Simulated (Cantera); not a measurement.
A closed system holds: 1 mol PbO, 0.036 mol H2, held at 67.0 mbar.

Equilibrium computed with Cantera from the NASA thermochemical tables; the gas is ideal and each condensed phase is pure. Candidate condensed phases: H2O, Pb, PbO, PbO2, Pb3O4; 12 gas species. Each liquid is taken as pure. Mutual solubility and eutectic melting of coexisting phases are not modelled. Kinetics and transport are ignored. All values below are at 1200 K.

Base state: H2O 0.989, Pb 0.00960, PbO 0.00102, H2 0.000301 (mole fractions); condensed: Pb(l) + PbO(l).

### Question
What changes in the equilibrium state with this change: pressure from 67.0 mbar to 0.100 bar?

### Answer
```json
[
 {"species": "H2O", "before": "0.989", "after": "0.993"},
 {"species": "Pb", "before": "0.00960", "after": "0.00643"},
 {"species": "PbO", "before": "0.00102", "after": "0.000682"},
 {"species": "H2", "before": "0.000301", "after": "0.000302"},
 {"species": "Pb(l), mol", "before": "0.0356", "after": "0.0358"},
 {"species": "PbO(l), mol", "before": "0.964", "after": "0.964"}
]
```

### Question
What changes in the equilibrium state with this change: PbO replaced by Fe(CO)5?

### Answer
| species | before | after |
|---|---|---|
| CO | 0 | 0.992 |
| H2 | 0.000301 | 0.00715 |
| CO2 | 0 | 0.00125 |
| H2O | 0.989 | 1.23e-5 |
| Pb | 0.00960 | 0 |
| PbO | 0.00102 | 0 |
| Pb(l), mol | 0.0356 | 0 |
| PbO(l), mol | 0.964 | 0 |
| C(graphite), mol | 0 | 0.00632 |
| Fe(γ), mol | 0 | 1.00 |
Condensed phases not in the tables: cementite and carbon dissolved in iron. Further candidate phases: C, C6H6, C7H8, C8H18, Fe, Fe(CO)5, FeO, Fe(OH)2, Fe(OH)3, Fe2O3, Fe3O4.
